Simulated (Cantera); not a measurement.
Feed: 1 mol HCl, 3.9 mol O2, 0.21 mol H2, at 1275 °C and 0.00140 bar.

Cantera equilibrium calculation (NASA polynomials, part measured and part estimated; ideal gas, pure solids and liquids). Candidate condensed phases: H2O; 14 gas species. Kinetics and transport are ignored.

Base state: O2 0.740, HCl 0.157, H2O 0.0615, Cl 0.0399, OH 0.000652, Cl2 0.000347, O 0.000176, ClO 2.97e-5 (mole fractions); condensed: gas only.

### Question
What changes in the equilibrium state with this change: HCl replaced by HI?

### Answer
```tsv
species	before	after
O2	0.740	0.674
I	0	0.190
H2O	0.0615	0.135
HCl	0.157	0
Cl	0.0399	0
Cl2	0.000347	0
HI	0	7.51e-5
ClO	2.97e-5	0
I2	0	2.27e-5
```
Further candidate phases: I2.

### Question
What changes in the equilibrium state with this change: 1.7 mol N2 added?

### Answer
```tsv
species	before	after
O2	0.740	0.553
N2	0	0.251
HCl	0.157	0.116
H2O	0.0615	0.0467
Cl	0.0399	0.0314
NO	0	0.00141
Cl2	0.000347	0.000216
ClO	2.97e-5	2.02e-5
OH	0.000652	0.000529
```
Further candidate phases: NH4Cl.
